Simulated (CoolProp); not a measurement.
Vapour-liquid equilibrium of R143a (1) + propane (2) at 0.0211 MPa; x and y are mole fractions of (1).

Computed with CoolProp (multi-fluid Helmholtz-energy mixture model, Lemmon and Jacobsen 2000 and Lemmon 2009; pair parameters Bell 2016).

Give the bubble temperature and the first vapour's composition at x = 0.5, 0.65, 0.95. Is there an azeotrope?

x = 0.5: 191.5 K, y = 0.531; x = 0.65: 191.5 K, y = 0.543; x = 0.95: 195.2 K, y = 0.816. y crosses x between x = 0.5 and 0.65: the model has an azeotrope there.

Pair parameters are fitted to limited data, so mixtures are less certain than the pure fluids.
